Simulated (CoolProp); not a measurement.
Vapour-liquid equilibrium of n-heptane (1) + ethylbenzene (2) at 0.28 MPa; x and y are mole fractions of (1).

Values from CoolProp's multi-fluid Helmholtz-energy mixture model, Span 2003 and Zhou 2012; pair parameters Bell 2016.

```csv
x,bubble temperature (K),y at the bubble point,dew temperature at overall composition x (K),liquid density (mol/L)
0.05,447.6,0.124,450.1,6.705
0.2,437.6,[?],444.9,6.564
0.35,[?],0.570,[?],[?]
0.5,424.2,0.699,433.1,6.249
0.65,419.4,0.803,426.5,6.090
0.8,415.3,0.892,419.5,5.936
0.95,[?],0.974,[?],5.787
```

Complete the blanks.


- 0.2, y at the bubble point: 0.392
- 0.35, bubble temperature (K): 430.1
- 0.35, dew temperature at overall composition x (K): 439.2
- 0.35, liquid density (mol/L): 6.408
- 0.95, bubble temperature (K): 411.5
- 0.95, dew temperature at overall composition x (K): 412.6

No azeotrope shows between x = 0.05 and 0.95.

Pair parameters are fitted to limited data, so mixtures are less certain than the pure fluids.
